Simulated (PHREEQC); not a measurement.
Solution (20 °C): 0.47 mol MgSO4, 0.77 mol KCl and 4.4 mol NaCl per kg of water. Closed to the air; pH follows from the charge balance.

Model: Pitzer model, pitzer.dat, run in PHREEQC.

```yaml
ionic_strength: 7.05 mol/kgw
activity_of_water: 0.778
density: 1.217 g/cm³
osmotic_coefficient: 1.234
```

```csv
species,molality,activity,log γ
Cl-,5.17,3.25,-0.201
Na+,4.40,6.12,0.144
K+,0.770,0.571,-0.130
Mg+2,0.470,1.55,0.518
SO4-2,0.470,0.00327,-2.157
MgOH+,1.30e-6,7.54e-7,-0.236
HSO4-,1.04e-6,4.32e-7,-0.380
H+,2.73e-7,1.59e-6,0.767
OH-,1.21e-8,3.34e-9,-0.559
```

This is a speciation only: nothing precipitates in the calculation. Complexes and solids missing from the database can't appear.
